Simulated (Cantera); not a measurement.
Input: 1 mol SiCl4, 13 mol H2, equilibrated at 1150 °C and 66000 Pa.

These are equilibrium values from Cantera (NASA tables, ideal gas, pure condensed phases), not measurements of a reactor. The tables' values for SiCl3 are old estimates; treat these amounts as uncertain. Rates play no part.

```csv
species,before,after
H2,0.841,0.898
HCl,0.0924,0.0711
SiCl2,0.0306,0.0169
SiCl4,0.0143,0.00440
SiCl3,0.0105,0.00434
SiHCl3,0.0101,0.00432
SiH2Cl2,0.00109,0.000646
SiH3Cl,3.40e-5,2.79e-5
"Si(s), mol",0.0302,0.181
```
Gas species are given as mole fractions.

Question: Which change was made?
A) temperature from 1150 °C to 975 °C
B) H2 from 13 to 900 mol
C) temperature from 1150 °C to 2050 °C
D) H2 from 13 to 25 mol

Answer: D, H2 from 13 to 25 mol
